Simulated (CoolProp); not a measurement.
Vapour-liquid equilibrium of n-pentane (1) + acetone (2) at 32.4 kPa; x and y are mole fractions of (1).

Model: multi-fluid Helmholtz-energy mixture model, Thol 2019 and Lemmon 2006; pair parameters Bell 2016, in CoolProp.

Q: Give the bubble temperature and the first vapour's composition at x = 0.05, 0.5, 0.95. Is there an azeotrope?

A: x = 0.05: 17.0 °C, y = 0.360; x = 0.5: 3.7 °C, y = 0.719; x = 0.95: 4.9 °C, y = 0.896. y crosses x between x = 0.65 and 0.8: the model has an azeotrope there.

Pair parameters are fitted to limited data, so mixtures are less certain than the pure fluids. With so large a gap from Raoult's law the liquid may split in two, which this calculation doesn't test in full.
